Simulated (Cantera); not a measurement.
Feed: 1 mol Si, 2.6 mol Cl2, 16 mol H2, at 602 °C and 850000 Pa.

Method: chemical equilibrium by Gibbs-energy minimisation in Cantera with the NASA 1993 tables (ideal gas, pure condensed phases). Candidate condensed phases: Si; 19 gas species. Kinetics and transport are ignored.

Q: What is the equilibrium state?

A: 
```
Quantity                             Result
--------------------------------  ---------
x(H2)                                 0.873
x(HCl)                               0.0697
x(SiCl4)                             0.0553
x(SiHCl3)                           0.00152
x(SiH2Cl2)                          3.80e-6
x(SiCl3)                            1.54e-6
gas amount                        17.60 mol
log10 activity of Si(s) (absent)      -6.46
```
